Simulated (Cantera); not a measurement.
Mixture: CO : H₂ : CH₄ : O₂ : N₂ = 1 : 0.035 : 0.24 : 0.475 : 1.79 (molar parts), equivalence ratio 2.1, at 10.0 bar, adiabatic and at constant volume. Ignition delay is the time to a rise of 400 K.

Detailed kinetics in Cantera: GRI-Mech 3.0 (53 species, 325 reactions). Below about 1000 K GRI-Mech 3.0 lacks low-temperature oxidation paths. Below about 950 K walls govern HO2 and H2O2 in real vessels.

Predict: delay at 900 K; delay at 1050 K; delay at 1200 K; delay at 1350 K; delay at 1500 K; apparent activation energy between 1425 and 1575 K.


```json
{
 "delay at 900 K": "0.212 s",
 "delay at 1050 K": "19.1 ms",
 "delay at 1200 K": "3.04 ms",
 "delay at 1350 K": "0.614 ms",
 "delay at 1500 K": "0.146 ms",
 "apparent activation energy between 1425 and 1575 K": "170 kJ/mol"
}
```
